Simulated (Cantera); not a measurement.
Input: 1 mol borazine, 0.11 mol O2, 70 mol H2, at 2398.15 K and 82000 Pa.

These are equilibrium values from Cantera (NASA tables, ideal gas, pure condensed phases), not measurements of a reactor. Candidate condensed phases: B, BN, B2O3, B3O3H3, H2O; 39 gas species. The feed counts by its element totals alone. The tables' values for BH2 are old estimates; treat these amounts as uncertain. Gases not in the tables: B2H6 and higher boranes. Equilibrium is a limit: real reactors are often held back by kinetics, nucleation or transport.

Base state: H2 0.957, N2 0.0199, H 0.0170, BH2 0.00283, HBO 0.00243, BO 0.000451, BH3 6.74e-5, B 3.81e-5 (mole fractions); condensed: B(l).

Task: What changes in the equilibrium state with this change: temperature from 2398.15 K to 800 K?

Result: 
```json
[
 {"species": "H2", "before": "0.957", "after": "0.998"},
 {"species": "H2O", "before": "2.41e-6", "after": "0.000837"},
 {"species": "N2", "before": "0.0199", "after": "0.000692"},
 {"species": "H", "before": "0.0170", "after": "<1e-9"},
 {"species": "BH2", "before": "0.00283", "after": "<1e-9"},
 {"species": "HBO", "before": "0.00243", "after": "<1e-9"},
 {"species": "BO", "before": "0.000451", "after": "<1e-9"},
 {"species": "BH3", "before": "6.74e-5", "after": "<1e-9"},
 {"species": "B", "before": "3.81e-5", "after": "<1e-9"},
 {"species": "BH", "before": "2.28e-5", "after": "<1e-9"},
 {"species": "B(l), mol", "before": "2.56", "after": "0"},
 {"species": "BN(s), mol", "before": "0", "after": "2.89"},
 {"species": "B2O3(l), mol", "before": "0", "after": "0.0527"}
]
```
Gases not in the tables: H3BO3.
